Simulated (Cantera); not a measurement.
Feed: 1 mol TiO₂, 2.2 mol CO, held at 1.05 Torr.

Method: chemical equilibrium by Gibbs-energy minimisation in Cantera with the NASA 1993 tables (ideal gas, pure condensed phases). Candidate condensed phases: C, Ti, TiC, TiO, TiO₂, Ti₂O₃, Ti₃O₅, Ti₄O₇; 15 gas species. Mutual solubility and eutectic melting of coexisting phases are not modelled. Condensed phases not in the tables: Magnéli phases beyond Ti₄O₇. Equilibrium is a limit: real reactors are often held back by kinetics, nucleation or transport.

log p: log10 of the partial pressure in bar; n: condensed amount in mol.

| T (K) | log p CO | log p TiO₂ | log p CO₂ | log p TiO | log p O | log p O₂ | log p Ti | n C(graphite) | n TiO₂(rutile) | n Ti₄O₇(s) | n Ti₄O₇(l) |
|---|---|---|---|---|---|---|---|---|---|---|---|
| 873 | -2.86 | <-14 | -4.67 | <-14 | <-14 | <-14 | <-14 | 0.0334 | 1.00 | 0 | 0 |
| 1073 | -2.85 | <-14 | ? | <-14 | <-14 | <-14 | <-14 | 0 | 0.998 | ? | 0 |
| 1273 | -2.85 | <-14 | ? | <-14 | <-14 | <-14 | <-14 | 0 | 0.988 | ? | 0 |
| 1473 | -2.86 | -12.39 | -5.13 | -13.40 | -13.32 | <-14 | <-14 | 0 | 0.954 | 0.0116 | 0 |
| 1673 | -2.86 | -9.78 | -4.68 | -10.91 | -10.59 | -12.23 | <-14 | 0 | 0.867 | 0.0331 | 0 |
| 1873 | -2.87 | -7.74 | -4.31 | -8.98 | -8.44 | -9.62 | -13.14 | 0 | 0.690 | 0.0776 | 0 |
| 2073 | -2.91 | -6.14 | -3.80 | -7.70 | -6.46 | -7.03 | -12.01 | 0 | 0 | 0 | 0.250 |
| 2273 | -2.91 | -5.01 | -3.83 | -6.36 | -5.31 | -5.87 | -10.32 | 0 | 0 | 0 | 0.246 |
| 2473 | -2.92 | -4.12 | -4.05 | -5.12 | -4.51 | -5.23 | -8.60 | 0 | 0 | 0 | 0.214 |
| 2673 | -3.05 | -3.52 | -4.61 | -3.95 | -4.11 | -5.24 | -6.75 | 0 | 0 | 0 | 0 |

### Question
Complete the blanks.

### Answer

- 1273, log p CO₂: -5.71
- 1273, n Ti₄O₇(s): 0.00305
- 1073, log p CO₂: -6.48
- 1073, n Ti₄O₇(s): 0.000521
